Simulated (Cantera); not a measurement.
What does this Cantera script print?

```python
import numpy as np
import cantera as ct

gas = ct.Solution("h2o2.yaml")
gas.TPX = 698, 60000, {'H2': 1, 'O2': 0.455, 'N2': 1.71}
flame = ct.FreeFlame(gas, width=0.057)
flame.set_refine_criteria(ratio=3, slope=0.08, curve=0.16)
flame.transport_model = "mixture-averaged"
flame.solve(loglevel=0, auto=True)
z, T = flame.grid, flame.T
thick = (T[-1] - T[0]) / np.gradient(T, z).max()
show = ['H2', 'O2', 'H2O2', 'O', 'H2O', 'H']
print(f"laminar burning velocity  {flame.velocity[0] * 100:.3f} cm/s")
print(f"burnt temperature         {T[-1]:.1f} K")
print(f"thermal thickness         {thick * 1e3:.4f} mm")
print(f"grid points               {len(z)}")
z0 = z[flame.heat_release_rate.argmax()]
print(f"{'z/mm':>9s}{'T/K':>9s}{'u/(m/s)':>9s}" + "".join(f"{s:>11s}" for s in show))
rows = []
for k in (-3, -2, -1.5, -1, -0.5, -0.25, 0, 0.25, 0.5, 1, 2, 4, 8):
    zz = z0 + k * thick
    rows.append([k * thick, np.interp(zz, z, T), np.interp(zz, z, flame.velocity),
                 *(np.interp(zz, z, flame.X[gas.species_index(s)]) for s in show)])
    print(f"{rows[-1][0] * 1e3:9.3f}{rows[-1][1]:9.1f}{rows[-1][2]:9.3f}" + "".join(f"{x:11.3e}" for x in rows[-1][3:]))
```

It prints:

```
laminar burning velocity  1015.122 cm/s
burnt temperature         2568.0 K
thermal thickness         0.9916 mm
grid points               134
     z/mm      T/K  u/(m/s)         H2         O2       H2O2          O        H2O          H
   -2.975    698.0   10.151  3.160e-01  1.438e-01  5.309e-13  8.532e-17  3.364e-13  2.125e-15
   -1.983    698.0   10.151  3.160e-01  1.438e-01  5.367e-13  2.478e-13  4.162e-12  6.327e-12
   -1.487    698.0   10.151  3.160e-01  1.438e-01  7.321e-13  1.967e-11  1.846e-10  5.954e-10
   -0.992    698.0   10.151  3.160e-01  1.438e-01  9.779e-11  5.408e-09  4.265e-08  2.232e-07
   -0.496    705.5   10.246  3.143e-01  1.437e-01  7.439e-07  9.983e-06  4.371e-04  3.061e-04
   -0.248    838.1   12.010  2.896e-01  1.396e-01  2.758e-06  4.256e-04  1.305e-02  8.320e-03
    0.000   1252.9   17.384  1.608e-01  9.140e-02  2.938e-06  7.875e-03  1.122e-01  5.837e-02
    0.248   1551.8   21.219  6.987e-02  3.508e-02  1.987e-06  1.463e-02  2.113e-01  8.349e-02
    0.496   1687.4   22.883  6.135e-02  2.587e-02  1.234e-06  1.473e-02  2.282e-01  7.611e-02
    0.992   1841.3   24.703  6.226e-02  2.222e-02  6.681e-07  1.316e-02  2.375e-01  6.210e-02
    1.983   2005.1   26.571  6.213e-02  1.875e-02  3.653e-07  1.081e-02  2.486e-01  4.770e-02
    3.966   2170.6   28.393  5.991e-02  1.508e-02  2.205e-07  8.093e-03  2.619e-01  3.443e-02
    7.933   2324.9   30.036  5.580e-02  1.146e-02  1.575e-07  5.502e-03  2.765e-01  2.340e-02
```

Detailed kinetics in Cantera: the H2/O2 subset of GRI-Mech 3.0, which has no nitrogen chemistry. Burning velocities carry a grid error of a few per cent, more on coarse grids.
